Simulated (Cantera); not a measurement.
A closed system holds: 1 mol Cu2O, 1.2 mol CH4, 2.5 mol H2, at 973.15 K and 0.133 bar.

Method: chemical equilibrium by Gibbs-energy minimisation in Cantera with the NASA 1993 tables (ideal gas, pure condensed phases). Candidate condensed phases: C, C6H6, C7H8, C8H18, Cu, CuO, Cu(OH)2, Cu2O, H2O; 113 gas species. The numbers say what is thermodynamically allowed, not how fast it happens.

Base state: H2 0.818, CO 0.157, CH4 0.0114, H2O 0.0106, CO2 0.00327 (mole fractions); condensed: C(graphite) + Cu(s).

Problem. What changes in the equilibrium state with this change: temperature from 973.15 K to 1223 K?

Solution. 
| species | before | after |
|---|---|---|
| H2 | 0.818 | 0.829 |
| CO | 0.157 | 0.169 |
| CH4 | 0.0114 | 0.00122 |
| H2O | 0.0106 | 0.000376 |
| CO2 | 0.00327 | 5.26e-5 |
| C(graphite), mol | 0.214 | 0.195 |
| Cu(s), mol | 2.00 | 2.00 |

Problem. What changes in the equilibrium state with this change: temperature from 973.15 K to 1675 K?

Solution. 
```tsv
species	before	after
H2	0.818	0.829
CO	0.157	0.169
Cu	<1e-9	0.000856
CH4	0.0114	0.000110
H2O	0.0106	1.04e-5
H	2.69e-9	0.000290
C2H2 (acetylene)	<1e-9	4.82e-5
CO2	0.00327	6.41e-7
C(graphite), mol	0.214	0.199
Cu(s), mol	2.00	0
Cu(l), mol	0	1.99
```
